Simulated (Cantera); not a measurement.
Charge: 1 mol TEOS, 0.079 mol O2, 47 mol N2, held at 0.200 bar.

Equilibrium computed with Cantera from the NASA thermochemical tables; the gas is ideal and each condensed phase is pure. Candidate condensed phases: C, C6H6, C7H8, C8H18, H2O, Si, SiC, SiO2, Si2N2O, Si3N4; 151 gas species. The feed counts by its element totals alone. The numbers say what is thermodynamically allowed, not how fast it happens.

### Question
At 1100 K, list the 5 most abundant gas species with their mole fractions, and the condensed phases.

### Answer
N2 0.795, H2 0.169, CO 0.0363, CH4 0.000204, H2O 0.000110. Condensed: C(graphite) + SiO2(β-quartz).
